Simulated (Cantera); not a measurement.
Feed: 1 mol AlCl3, 3.6 mol H2O, 3.5 mol H2, equilibrated at 1948 K and 81.0 Pa.

Method: chemical equilibrium by Gibbs-energy minimisation in Cantera with the NASA 1993 tables (ideal gas, pure condensed phases). Candidate condensed phases: Al, AlCl3, Al2O3, H2O; 29 gas species. The numbers say what is thermodynamically allowed, not how fast it happens.

Base state: H2 0.394, HCl 0.326, H2O 0.238, H 0.0249, Cl 0.0155, OH 0.00136, O 6.37e-5, AlCl 2.35e-5 (mole fractions); condensed: Al2O3(s).

Task: What changes in the equilibrium state with this change: temperature from 1948 K to 798 K?

Result: 
| species | before | after |
|---|---|---|
| H2 | 0.394 | 0.407 |
| HCl | 0.326 | 0.349 |
| H2O | 0.238 | 0.244 |
| H | 0.0249 | <1e-9 |
| Cl | 0.0155 | <1e-9 |
| AlCl | 2.35e-5 | <1e-9 |
| OH | 0.00136 | <1e-9 |
| O | 6.37e-5 | <1e-9 |
| AlOCl | 2.30e-5 | <1e-9 |
| Al2O3(s), mol | 0.500 | 0.500 |
Condensed phases not in the tables: AlOCl.
